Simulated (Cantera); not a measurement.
A Cantera script and what it prints.

```python
import numpy as np
import cantera as ct

gas_names = [...]  # 118 gases of nasa_gas.yaml made of C, Cl, F, H
cond_names = """
    C(gr) C6H6(L) C7H8(L) C8H18(L),n-octa
""".split()


# ... load() reads the species with a 1 bar reference pressure and builds the phases ...
atoms = {
    'CH2F2': {'C': 1, 'H': 2, 'F': 2},
    'HCl': {'H': 1, 'CL': 1},
}
top_T = {'C(gr)': 4500}  # K; cautious upper limits of use, not melting points


# ... equilibrate(T, P, feed) seeds the gas with the atoms and calls Mixture.equilibrate('TP', solver="vcs", rtol=1e-11, max_steps=5000) ...
results = []
feed = {'CH2F2': 1, 'HCl': 0.28}  # mol
P = 9600  # Pa
for T in [1348, 1548, 1748, 1948, 2148, 2348, 2548, 2748, 2948, 3148]:
    mix = equilibrate(T, P, feed)
    results.append((T, P, feed, dict(zip(mix.species_names, mix.species_moles))))

top = {s: max(r[3][s] / sum(r[3][g] for g in gas_names) for r in results) for s in gas_names}
cols = sorted((s for s in top if top[s] > 1e-06), key=lambda s: -top[s])[:7]
seen = [c for c in cond_names if any(r[3].get(c, 0) > 1e-12 for r in results)]
print("log10 of partial pressures in bar; condensed amounts in mol")
print(f"{'T/K':>10s}" + "".join(f"{s[:9]:>10s}" for s in cols + seen))
for T, P, feed, n in results:
    ng = sum(n[g] for g in gas_names)
    print(f"{T:10.4g}" + "".join(f"{np.log10(max(n[s] / ng * P / 1e5, 1e-99)):10.3f}" for s in cols)
          + "".join(f"{n.get(c, 0):10.4g}" for c in seen))
```

Output:

```
log10 of partial pressures in bar; condensed amounts in mol
       T/K        HF       HCL         H        CL         F        H2        C3     C(gr)
      1348    -1.075    -1.929    -8.276    -5.003    -9.161    -5.281   -21.000         1
      1548    -1.075    -1.931    -6.790    -4.262    -7.724    -4.556   -16.843         1
      1748    -1.075    -1.937    -5.639    -3.693    -6.613    -3.995   -13.652         1
      1948    -1.076    -1.951    -4.726    -3.245    -5.724    -3.558   -11.129         1
      2148    -1.078    -1.983    -3.991    -2.888    -4.990    -3.221    -9.086    0.9999
      2348    -1.082    -2.040    -3.396    -2.605    -4.365    -2.975    -7.399    0.9997
      2548    -1.088    -2.134    -2.920    -2.386    -3.814    -2.820    -5.986    0.9986
      2748    -1.099    -2.277    -2.546    -2.227    -3.314    -2.756    -4.784    0.9945
      2948    -1.119    -2.475    -2.260    -2.125    -2.854    -2.775    -3.751    0.9724
      3148    -1.162    -2.719    -2.037    -2.080    -2.449    -2.847    -2.854    0.8311
```

These are equilibrium values from Cantera (NASA tables, ideal gas, pure condensed phases), not measurements of a reactor. The tables' values for CCl are old estimates; treat these amounts as uncertain.
